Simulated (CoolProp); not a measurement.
A simple Rankine cycle with n-hexane: condensing at 290.15 K, boiler at 0.148 MPa, turbine inlet 356.4 K, turbine efficiency 0.85, pump efficiency 0.8, no recuperator. Each further row changes one setting.

Values from CoolProp's reference Helmholtz-energy equation of state, Thol 2019.

```json
[
 {"case": "as stated", "thermal efficiency (%)": "12.9", "net work (kJ/kg)": "62.4", "heat in (kJ/kg)": "482", "turbine exit temperature (K)": "318.7", "volume ratio over the turbine": "9.93"},
 {"case": "turbine inlet 376.4 K", "thermal efficiency (%)": "12.7", "net work (kJ/kg)": "66.5", "heat in (kJ/kg)": "523", "turbine exit temperature (K)": "338.9", "volume ratio over the turbine": "9.90"},
 {"case": "condensing temperature 282.15 K", "thermal efficiency (%)": "14.4", "net work (kJ/kg)": "72.0", "heat in (kJ/kg)": "500", "turbine exit temperature (K)": "313.0", "volume ratio over the turbine": "14.3"},
 {"case": "boiler pressure 0.104 MPa", "thermal efficiency (%)": "11.1", "net work (kJ/kg)": "54.0", "heat in (kJ/kg)": "485", "turbine exit temperature (K)": "324.8", "volume ratio over the turbine": "6.97"},
 {"case": "turbine efficiency 0.75", "thermal efficiency (%)": "11.4", "net work (kJ/kg)": "55.0", "heat in (kJ/kg)": "482", "turbine exit temperature (K)": "322.8", "volume ratio over the turbine": "10.1"}
]
```
